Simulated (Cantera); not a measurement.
A freely propagating, adiabatic, planar premixed flame of H2 : O2 : N2 = 1 : 0.167 : 0.817 (molar parts), equivalence ratio 3.0, unburnt at 425 K and 113 Torr; multicomponent transport, grid criteria slope 0.08 and curve 0.16, no radiation.

Computed with Cantera and the H2/O2 subset of GRI-Mech 3.0, which has no nitrogen chemistry. Burning velocities carry a grid error of a few per cent, more on coarse grids.

Question: Predict: laminar burning velocity; thermal thickness; peak x(OH); peak x(HO2); peak x(H2O2).

Answer: 
| Item | Value |
|---|---|
| laminar burning velocity | 280 cm/s |
| thermal thickness | 5.43 mm |
| peak x(OH) | 0.000612 |
| peak x(HO2) | 7.22e-5 |
| peak x(H2O2) | 6.28e-6 |
